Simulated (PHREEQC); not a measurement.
PHREEQC input (ion-association model, wateq4f.dat):

```
SOLUTION_MASTER_SPECIES
  An  An-  0  An  62.0  # stands for a non-complexing anion
SOLUTION_SPECIES
  An- = An-
    -log_k 0
    -gamma 3.0 0
PHASES
  Fix_H+
    H+ = H+
    -log_k 0
SOLUTION 1
  temp 25
  units mmol/kgw
  pH 7 charge
  F 0.057
  Na 300.057
  B 0.95
  An 300
END
SELECTED_OUTPUT 1
  -reset false
  -pH true
  -pe true
  -ionic_strength true
  -water true
  -totals B F Na
  -molalities Hfo_wOH Hfo_wOH2+ Hfo_wO- Hfo_sOH Hfo_sOH2+ Hfo_sO- Hfo_wF Hfo_wOHF- Hfo_wH2BO3
USER_PUNCH 1
  -headings sigma psi
  10 PUNCH EDL("sigma", "Hfo"), EDL("psi", "Hfo")
PRINT
  -reset false
USE solution 1
SURFACE 1
  Hfo_wOH 0.000314607 600 0.14
  Hfo_sOH 7.86517e-06
EQUILIBRIUM_PHASES 1
  Fix_H+ -4 HAn 10
    -force_equality true
  O2(g) -0.68 10
END
# ... the last block is repeated for the other 16 points of pH, with NaOH or the acid as the point needs
```

Selected output (columns that matter, 14 of 17 rows; pH added in front):

```
pH	mu	B	F	Na	m_Hfo_wOH	m_Hfo_wOH2+	m_Hfo_wO-	m_Hfo_sOH	m_Hfo_sOH2+	m_Hfo_sO-	m_Hfo_wF	m_Hfo_wOHF-	sigma	psi
4	0.30033	0.00094993	3.8399e-05	0.30006	1.5372e-05	0.00028055	1.9295e-08	4.0853e-07	7.4561e-06	5.1279e-10	1.716e-05	1.4413e-06	0.32916	0.12001
4.5	0.30023	0.00094984	3.9324e-05	0.30006	3.7758e-05	0.00025888	1.2616e-07	1.0007e-06	6.8611e-06	3.3435e-09	1.4446e-05	3.2299e-06	0.30141	0.11559
5	0.30018	0.00094968	4.1964e-05	0.30006	7.5344e-05	0.00022332	5.8232e-07	1.9803e-06	5.8696e-06	1.5305e-08	9.9105e-06	5.1256e-06	0.25671	0.10755
6	0.30012	0.00094929	4.9584e-05	0.30006	0.00016551	0.00013638	4.6014e-06	4.2473e-06	3.4998e-06	1.1808e-07	2.5927e-06	4.8234e-06	0.14972	0.081285
6.5	0.3001	0.00094915	5.2719e-05	0.30006	0.00020009	0.00010023	9.1503e-06	5.0852e-06	2.5474e-06	2.3255e-07	1.0545e-06	3.227e-06	0.10358	0.064493
7	0.30008	0.00094905	5.4801e-05	0.30006	0.00022296	7.2869e-05	1.5629e-05	5.6304e-06	1.8401e-06	3.9467e-07	3.8634e-07	1.8122e-06	0.065333	0.045887
7.5	0.30007	0.00094902	5.5975e-05	0.30006	0.00023549	5.3256e-05	2.3855e-05	5.925e-06	1.3399e-06	6.002e-07	1.3181e-07	8.9347e-07	0.033598	0.025769
8.5	0.30029	0.00094921	5.681e-05	0.3003	0.00023907	2.8304e-05	4.6259e-05	5.9953e-06	7.098e-07	1.1601e-06	1.358e-08	1.7584e-07	-0.021345	-0.016761
9	0.30055	0.00094949	5.6919e-05	0.30058	0.00023152	1.9487e-05	6.3012e-05	5.7988e-06	4.8809e-07	1.5782e-06	4.1666e-09	7.5885e-08	-0.051338	-0.037574
9.5	0.30085	0.00094976	5.6965e-05	0.30089	0.00021556	1.2312e-05	8.6464e-05	5.3936e-06	3.0805e-07	2.1634e-06	1.2277e-09	3.2952e-08	-0.087351	-0.057189
10	0.30111	0.00094991	5.6984e-05	0.30117	0.00018889	6.8842e-06	0.00011873	4.7237e-06	1.7215e-07	2.9692e-06	3.4028e-10	1.4313e-08	-0.13172	-0.075225
11	0.30256	0.00094998	5.6996e-05	0.30268	0.00010496	1.2108e-06	0.00020843	2.624e-06	3.0271e-08	5.2107e-06	1.8897e-11	2.5109e-09	-0.24399	-0.10483
11.5	0.30578	0.00094998	5.6998e-05	0.30592	5.9718e-05	3.2094e-07	0.00025456	1.493e-06	8.0236e-09	6.364e-06	3.3942e-12	9.68e-10	-0.29936	-0.11478
12	0.31593	0.00094998	5.6998e-05	0.31608	2.6437e-05	5.5576e-08	0.00028811	6.6094e-07	1.3894e-09	7.2027e-06	4.7258e-13	3.4445e-10	-0.33917	-0.12024
```

Complexes and solids missing from the database can't appear. Real BF4- forms and hydrolyses slowly; the run takes it at equilibrium.
